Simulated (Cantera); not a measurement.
An isothermal, constant-pressure homogeneous reactor starts with CH4 : H2O = 1 : 0.78 (molar parts), at 1348 K and 100000 Pa. Integrator tolerance rtol = 1e-08.

Computed with Cantera and GRI-Mech 3.0 (53 species, 325 reactions).

Q: What does this change do: temperature 1348 to 1798 K?

A: 
| quantity | before | after |
|---|---|---|
| x(CH4) at 3.00 s | 0.443 (gas-phase equilibrium 0.0640) | 0.00655 (gas-phase equilibrium 0.00624) |
| x(H2O) at 3.00 s | 0.406 (gas-phase equilibrium 4.18e-5) | 0.00232 (gas-phase equilibrium 3.20e-6) |
| x(CH2) at 3.00 s | 1.38e-10 (gas-phase equilibrium 6.52e-12) | 2.56e-8 (gas-phase equilibrium 2.39e-8) |
| x(O) at 3.00 s | <1e-12 (gas-phase equilibrium <1e-12) | 1.47e-11 (gas-phase equilibrium <1e-12) |
| x(CO) at 3.00 s | 0.000610 (gas-phase equilibrium 0.233) | 0.218 (gas-phase equilibrium 0.221) |

Q: What does this change do: temperature 1348 to 1300 K?

A: 
```json
[
 {"quantity": "x(CH4) at 3.00 s", "before": "0.443 (gas-phase equilibrium 0.0640)", "after": "0.525 (gas-phase equilibrium 0.0652)"},
 {"quantity": "x(H2O) at 3.00 s", "before": "0.406 (gas-phase equilibrium 4.18e-5)", "after": "0.429 (gas-phase equilibrium 8.61e-5)"},
 {"quantity": "x(CH2) at 3.00 s", "before": "1.38e-10 (gas-phase equilibrium 6.52e-12)", "after": "2.47e-11 (gas-phase equilibrium 1.39e-12)"},
 {"quantity": "x(O) at 3.00 s", "before": "<1e-12 (gas-phase equilibrium <1e-12)", "after": "<1e-12 (gas-phase equilibrium <1e-12)"},
 {"quantity": "x(CO) at 3.00 s", "before": "0.000610 (gas-phase equilibrium 0.233)", "after": "7.23e-5 (gas-phase equilibrium 0.233)"}
]
```

Q: What does this change do: temperature 1348 to 1848 K?

A: 
```
quantity                                             before                                     after
----------------  -----------------------------------------  ----------------------------------------
x(CH4) at 3.00 s       0.443 (gas-phase equilibrium 0.0640)   0.00446 (gas-phase equilibrium 0.00443)
x(H2O) at 3.00 s      0.406 (gas-phase equilibrium 4.18e-5)  0.000165 (gas-phase equilibrium 3.02e-6)
x(CH2) at 3.00 s  1.38e-10 (gas-phase equilibrium 6.52e-12)   4.00e-8 (gas-phase equilibrium 3.97e-8)
x(O) at 3.00 s        <1e-12 (gas-phase equilibrium <1e-12)   2.65e-12 (gas-phase equilibrium <1e-12)
x(CO) at 3.00 s      0.000610 (gas-phase equilibrium 0.233)       0.220 (gas-phase equilibrium 0.220)
```
